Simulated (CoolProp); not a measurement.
Vapour-liquid equilibrium of isohexane (1) + benzene (2) at 0.0616 MPa; x and y are mole fractions of (1).

Computed with CoolProp (multi-fluid Helmholtz-energy mixture model, Lemmon 2006 and Thol 2012; pair parameters Bell 2016).

```json
[
 {"x": "0.05", "bubble temperature (°C)": "61.5", "y at the bubble point": "0.147", "dew temperature at overall composition x (°C)": "63.6", "liquid density (mol/L)": "10.43"},
 {"x": "0.2", "bubble temperature (°C)": "55.5", "y at the bubble point": "0.400", "dew temperature at overall composition x (°C)": "60.3", "liquid density (mol/L)": "9.822"},
 {"x": "0.35", "bubble temperature (°C)": "52.1", "y at the bubble point": "0.541", "dew temperature at overall composition x (°C)": "56.7", "liquid density (mol/L)": "9.250"},
 {"x": "0.5", "bubble temperature (°C)": "49.9", "y at the bubble point": "0.648", "dew temperature at overall composition x (°C)": "53.1", "liquid density (mol/L)": "8.728"},
 {"x": "0.65", "bubble temperature (°C)": "48.2", "y at the bubble point": "0.748", "dew temperature at overall composition x (°C)": "49.9", "liquid density (mol/L)": "8.253"},
 {"x": "0.8", "bubble temperature (°C)": "46.9", "y at the bubble point": "0.851", "dew temperature at overall composition x (°C)": "47.5", "liquid density (mol/L)": "7.822"},
 {"x": "0.95", "bubble temperature (°C)": "45.7", "y at the bubble point": "0.961", "dew temperature at overall composition x (°C)": "45.8", "liquid density (mol/L)": "7.428"}
]
```

No azeotrope shows between x = 0.05 and 0.95.

The pair parameters rest on a limited set of measurements; away from them the model extrapolates.
